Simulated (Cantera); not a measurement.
**Adiabatic ignition**

An adiabatic, constant-volume homogeneous reactor starts with CH₄ : O₂ : N₂ : CO₂ = 1 : 1.05 : 8.84 : 0.29 (molar parts), at 1475 K and 2.07 atm.

Detailed kinetics in Cantera: GRI-Mech 3.0 (53 species, 325 reactions).

```tsv
t (s)	T (K)	P (bar)	x CH₄	x O₂	x N₂O	x NO	x HO₂	x C₂H₄
3.00e-6	1475	2.10	0.0894	0.0939	<1e-12	<1e-12	1.59e-7	<1e-12
9.03e-6	1475	2.10	0.0894	0.0939	1.73e-12	<1e-12	4.60e-7	2.13e-11
2.72e-5	1475	2.10	0.0894	0.0939	1.29e-11	<1e-12	1.21e-6	8.70e-10
8.18e-5	1475	2.10	0.0894	0.0939	8.52e-11	<1e-12	2.27e-6	4.23e-8
0.000246	1475	2.10	0.0893	0.0939	3.62e-10	<1e-12	2.34e-6	1.87e-6
0.000742	1478	2.10	0.0885	0.0934	1.74e-9	<1e-12	5.46e-6	3.16e-5
0.00223	1568	2.25	0.0720	0.0822	3.09e-8	1.41e-10	4.49e-5	0.00198
0.00672	2332	3.61	2.89e-11	3.12e-6	1.08e-8	0.000149	2.86e-9	<1e-12
0.0202	2333	3.61	2.76e-11	3.15e-6	7.20e-9	8.54e-5	2.89e-9	<1e-12
0.0609	2333	3.61	2.73e-11	3.16e-6	6.39e-9	6.38e-5	2.90e-9	<1e-12
0.183	2333	3.61	2.73e-11	3.16e-6	6.36e-9	6.28e-5	2.90e-9	<1e-12
0.552	2333	3.61	2.73e-11	3.16e-6	6.36e-9	6.28e-5	2.90e-9	<1e-12
1.66	2333	3.61	2.73e-11	3.16e-6	6.36e-9	6.28e-5	2.90e-9	<1e-12
5.00	2333	3.61	2.73e-11	3.16e-6	6.36e-9	6.28e-5	2.90e-9	<1e-12
```
x: mole fraction; the columns are a selection and need not sum to one.

```
Item                                                                   Value
---------------------------------  -----------------------------------------
time of steepest temperature rise                                    2.46 ms
temperature at 5.00 s                                                 2333 K
equilibrium temperature                                               2333 K
x(CH₄) at 5.00 s                   2.73e-11 (gas-phase equilibrium 3.06e-11)
x(O₂) at 5.00 s                      3.16e-6 (gas-phase equilibrium 3.16e-6)
x(N₂O) at 5.00 s                     6.36e-9 (gas-phase equilibrium 6.36e-9)
```
